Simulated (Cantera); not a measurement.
Charge: 1 mol PbO, 7.4 mol H2, equilibrated at 8.50 mbar.

These are equilibrium values from Cantera (NASA tables, ideal gas, pure condensed phases), not measurements of a reactor. Candidate condensed phases: H2O, Pb, PbO, PbO2, Pb3O4; 12 gas species. The numbers say what is thermodynamically allowed, not how fast it happens.

Task: Which condensed phases are stable at each of these points (T (K)): 698, 848, 998, 1148, 1298, 1448, 1598, 1748, 1898?

Result: 
| T (K) | condensed phases | Pb condensed (%) |
|---|---|---|
| 698 | Pb(l) | 100.0 |
| 848 | Pb(l) | 100.0 |
| 998 | Pb(l) | 98.6 |
| 1148 | Pb(l) | 74.8 |
| 1298 | gas only | 0.0 |
| 1448 | gas only | 0.0 |
| 1598 | gas only | 0.0 |
| 1748 | gas only | 0.0 |
| 1898 | gas only | 0.0 |

From 698 K to 1148 K the condensed part is Pb(l). From 1298 K to 1898 K nothing is condensed.
